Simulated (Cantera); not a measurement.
Feed: 1 mol B2O3, 0.29 mol H2O, 4.9 mol H2, at 577 °C and 1000 Pa.

Method: chemical equilibrium by Gibbs-energy minimisation in Cantera with the NASA 1993 tables (ideal gas, pure condensed phases). Candidate condensed phases: B, B2O3, B3O3H3, H2O; 23 gas species. Gases not in the tables: H3BO3. Kinetics and transport are ignored.

**Question.** What is the equilibrium state?

**Answer.** 
```json
{
 "x(H2)": "0.944",
 "x(H2O)": "0.0557",
 "x((HBO2)3)": "8.70e-5",
 "x(HBO2)": "1.49e-6",
 "n(B2O3(l))": "0.999 mol",
 "gas_amount": "5.190 mol",
 "log10 activity of B(s) (absent)": "-11.96",
 "log10 activity of B3O3H3(s) (absent)": "-20.74"
}
```
